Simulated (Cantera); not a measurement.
A closed system holds: 1 mol CH3SiCl3, 0.082 mol HCl, 280 mol H2, at 2623 K and 0.0280 bar.

Method: chemical equilibrium by Gibbs-energy minimisation in Cantera with the NASA 1993 tables (ideal gas, pure condensed phases). Candidate condensed phases: C, C6H6, C7H8, C8H18, Si, SiC; 109 gas species. The feed counts by its element totals alone. The tables' values for SiCl are old estimates; treat these amounts as uncertain. Equilibrium is a limit: real reactors are often held back by kinetics, nucleation or transport.

Base state: H2 0.766, H 0.220, HCl 0.00802, Si 0.00290, Cl 0.00161, C2H2 (acetylene) 0.00140, SiC2 0.000108, SiH 9.37e-5 (mole fractions); condensed: gas only.

**Question.** What changes in the equilibrium state with this change: temperature from 2623 K to 1673.15 K?

**Answer.** 
```json
[
 {"species": "H2", "before": "0.766", "after": "0.988"},
 {"species": "HCl", "before": "0.00802", "after": "0.0108"},
 {"species": "H", "before": "0.220", "after": "0.000678"},
 {"species": "Si", "before": "0.00290", "after": "6.61e-7"},
 {"species": "SiCl2", "before": "7.99e-7", "after": "1.89e-5"},
 {"species": "SiC2", "before": "0.000108", "after": "<1e-9"},
 {"species": "C2H", "before": "3.70e-5", "after": "<1e-9"},
 {"species": "SiH", "before": "9.37e-5", "after": "1.86e-7"},
 {"species": "Cl", "before": "0.00161", "after": "5.80e-6"},
 {"species": "C2H2 (acetylene)", "before": "0.00140", "after": "5.17e-6"},
 {"species": "SiC(s), mol", "before": "0", "after": "0.994"}
]
```
